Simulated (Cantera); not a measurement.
Feed: 1 mol Zr, 0.11 mol NH₃, held at 2775 K and 6.80e-5 bar.

Cantera equilibrium calculation (NASA polynomials, part measured and part estimated; ideal gas, pure solids and liquids). Candidate condensed phases: Zr, ZrN; 11 gas species. Condensed phases not in the tables: N, O or C dissolved in the metal. Kinetics and transport are ignored.

Base state: Zr 0.633, H 0.313, N₂ 0.0525, H₂ 0.00119, N 8.07e-5 (mole fractions); condensed: Zr(l).

Q: What changes in the equilibrium state with this change: temperature from 2775 K to 2650 K?

A: 
| species | before | after |
|---|---|---|
| H | 0.313 | 0.673 |
| Zr | 0.633 | 0.196 |
| N₂ | 0.0525 | 0.117 |
| H₂ | 0.00119 | 0.0140 |
| N | 8.07e-5 | 4.50e-5 |
| Zr(l), mol | 0.337 | 0.908 |

Q: What changes in the equilibrium state with this change: pressure from 6.80e-5 bar to 0.0100 bar?

A: 
```json
[
 {"species": "H", "before": "0.313", "after": "0.515"},
 {"species": "H₂", "before": "0.00119", "after": "0.473"},
 {"species": "N₂", "before": "0.0525", "after": "0.00829"},
 {"species": "Zr", "before": "0.633", "after": "0.00431"},
 {"species": "N", "before": "8.07e-5", "after": "2.64e-6"},
 {"species": "Zr(l), mol", "before": "0.337", "after": "0.893"},
 {"species": "ZrN(s), mol", "before": "0", "after": "0.106"}
]
```
Mutual solubility and eutectic melting of coexisting phases are not modelled. ZrN: taken at fixed stoichiometry.
